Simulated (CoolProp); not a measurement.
Vapour-liquid equilibrium of ethylene (1) + propylene (2) at 425 kPa; x and y are mole fractions of (1).

The numbers come from the multi-fluid Helmholtz-energy mixture model, Smukala 2000 and Lemmon 2013; pair parameters Bell 2016 in CoolProp.

**Question.** Give the bubble temperature and the first vapour's composition at x = 0.275, 0.5, 0.875. Is there an azeotrope?

**Answer.** x = 0.275: 228.7 K, y = 0.779; x = 0.5: 214.6 K, y = 0.917; x = 0.875: 201.5 K, y = 0.988. No azeotrope shows between x = 0.05 and 0.95.

Pair parameters are fitted to limited data, so mixtures are less certain than the pure fluids.
